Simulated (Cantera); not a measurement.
Feed: 1 mol H2S, 0.048 mol O2, equilibrated at 80.0 mbar.

These are equilibrium values from Cantera (NASA tables, ideal gas, pure condensed phases), not measurements of a reactor. Candidate condensed phases: H2O, H2SO4, S; 19 gas species. The numbers say what is thermodynamically allowed, not how fast it happens. All values below are at 2000 K.

Base state: H2 0.552, S2 0.294, H2O 0.0594, H2S 0.0500, SH 0.0288, S 0.00610, H 0.00427, SO 0.00380 (mole fractions); condensed: gas only.

What changes in the equilibrium state with this change: pressure from 80.0 mbar to 21.0 mbar?


```json
[
 {"species": "H2", "before": "0.552", "after": "0.566"},
 {"species": "S2", "before": "0.294", "after": "0.295"},
 {"species": "H2O", "before": "0.0594", "after": "0.0545"},
 {"species": "H2S", "before": "0.0500", "after": "0.0263"},
 {"species": "S", "before": "0.00610", "after": "0.0119"},
 {"species": "SH", "before": "0.0288", "after": "0.0292"},
 {"species": "H", "before": "0.00427", "after": "0.00844"},
 {"species": "OH", "before": "4.59e-5", "after": "8.11e-5"}
]
```
